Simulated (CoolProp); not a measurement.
Octamethylcyclotetrasiloxane (D4) at 300 K and 2.72 MPa is throttled through a valve to 0.162 MPa with no heat exchange. Each further row changes one setting.

The numbers come from the reference Helmholtz-energy equation of state, Thol 2015 in CoolProp.

| case | temperature change (K) | final density (kg/m³) |
|---|---|---|
| as stated | +1.0 | 948 |
| outlet pressure 0.0486 MPa | +1.1 | 947 |
| outlet pressure 0.211 MPa | +1.0 | 948 |
